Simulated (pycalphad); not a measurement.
Source of the numbers: pycalphad with the COST 507 light-alloy database (1999); pressure 1 atm. No gas phase is included, though pure Si would boil below 3027 °C. The database dates from 1999; later assessments differ in places, in temperatures and in the compounds included. Amounts are mole fractions of atoms. Diffusion is slow at the low end, where real alloys seldom reach equilibrium.

### Question
Give the equilibrium state of Si-68.25C (at.%) at 552 °C.

### Answer
CSI, fraction 0.635, with 50.0 C at.%; GRAPHITE, fraction 0.365, with 100 C at.%.

### Question
Give the equilibrium state of Si-68.25C (at.%) at 3027 °C.

### Answer
GRAPHITE, fraction 0.580, with 100 C at.%; LIQUID, fraction 0.420, with 24.4 C at.%.

Database names, with the compositions (at.%) that they take in these runs: CSI: Si 50 C 50.
